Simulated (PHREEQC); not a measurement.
Solution (25 °C): 0.047 mol/kgw HF, 0.69 mol/kgw NH4F and 0.86 mol/kgw H2SO4. It is in equilibrium with CO2 at log p = 0 (atm). Otherwise closed; pH follows from the charge balance.

All values are PHREEQC results (ion-association model, wateq4f.dat), not measurements.

Question: The ionic strength comes out as 1.05 mol/kgw. What activity coefficients do HF2-, HSO4-, SO4-2, F-, NH4+ get?

Answer: HF2- 0.58, HSO4- 0.62, SO4-2 0.15, F- 0.58, NH4+ 0.80.

Precipitation was switched off in this run. The ionic strength is past about 0.7 mol/kgw, beyond the range of this activity model, so the values are rough. Carbamate, which ammonia and carbonate form, is missing from the database. wateq4f.dat counts part of the HF as a dimer, H2F2, which phreeqc.dat doesn't know; its constant is uncertain.
